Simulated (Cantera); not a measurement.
**Low-pressure radical oxidation in H2/O2**

An isothermal, constant-pressure homogeneous reactor starts with 3.19 % H2, 96.8 % O2, at 1300 K and 28.5 Torr.

Computed with Cantera and the H2/O2 subset of GRI-Mech 3.0, which has no nitrogen chemistry. Radical loss at walls, strong at low pressure, is not modelled.

```
t (s)         x H2   x O2      x OH       x H    x H2O2
--------  --------  -----  --------  --------  --------
5.00e-5     0.0319  0.968   2.11e-8   1.12e-8  9.53e-12
0.000155    0.0319  0.968   2.45e-7   9.62e-8  8.95e-11
0.000478    0.0317  0.968  0.000114   4.37e-5   1.65e-9
0.00148   0.000407  0.942   0.00312   0.00286   1.38e-7
0.00457   0.000284  0.948   0.00267   0.00187   1.26e-7
0.0141    0.000146  0.958   0.00193  0.000667   1.11e-7
0.0437     3.87e-5  0.965  0.000996   8.91e-5   7.19e-8
0.135      6.23e-6  0.967  0.000402   5.75e-6   3.02e-8
0.418      9.36e-7  0.967  0.000157   3.39e-7   9.28e-9
1.29       1.70e-7  0.967   6.72e-5   2.66e-8   2.56e-9
4.00       4.05e-8  0.968   3.29e-5   3.11e-9  7.69e-10
```
x: mole fraction; the columns are a selection and need not sum to one.

Equilibrium at this temperature and pressure: H2 1.48e-8, O2 0.968, OH 1.99e-5, H 6.95e-10, H2O2 3.41e-10 (gas phase only).
